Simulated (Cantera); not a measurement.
Mixture: CH4 : O2 : N2 = 1 : 2 : 7.52 (molar parts), equivalence ratio 1.0, at 300000 Pa, adiabatic and at constant pressure. Ignition delay is the time to a rise of 400 K.

Model: GRI-Mech 3.0 (53 species, 325 reactions), integrated in Cantera.

Question: What does this change do: pressure from 300000 Pa to 50000 Pa?

Answer: 
| quantity | before | after |
|---|---|---|
| delay at 1048 K | 0.151 s | 0.943 s |
| delay at 1098 K | 70.5 ms | 0.402 s |
| delay at 1148 K | 34.3 ms | 0.179 s |
| delay at 1198 K | 17.2 ms | 83.6 ms |
| delay at 1248 K | 8.95 ms | 40.6 ms |
| delay at 1298 K | 4.79 ms | 20.5 ms |
| apparent activation energy between 1198 and 1298 K | 170 kJ/mol | 180 kJ/mol |

Question: What does this change do: pressure from 300000 Pa to 101000 Pa?

Answer: 
```csv
quantity,before,after
delay at 1048 K,0.151 s,0.481 s
delay at 1098 K,70.5 ms,0.212 s
delay at 1148 K,34.3 ms,97.7 ms
delay at 1198 K,17.2 ms,46.8 ms
delay at 1248 K,8.95 ms,23.2 ms
delay at 1298 K,4.79 ms,12.0 ms
apparent activation energy between 1198 and 1298 K,170 kJ/mol,180 kJ/mol
```
